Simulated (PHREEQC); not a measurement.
Acid mine or pickling water

A made-up water analysis in mmol/kgw, 25 °C, pH 3.05, pe 11.6:

```
constituent  mmol/kgw
-----------  --------
Na               3.61
K               0.423
Ca                3.7
Mg               2.81
Cl               1.49
S(6)             8.93
Al             0.0547
Fe(3)          0.0298
B               0.375
```

Valence states are taken as typed.

Equilibrium calculation in PHREEQC: ion-association model, phreeqc.dat.

No solid was allowed to form.

Q: Estimate the ionic strength.

A: ionic strength 0.0259 mol/kgw.

Q: In which forms is Mg present?

A: Mg+2 68 %, MgSO4 32 % of the Mg.

Examples of supersaturated solids here: Jarosite-K, Hematite (slow to form). Others may be too.
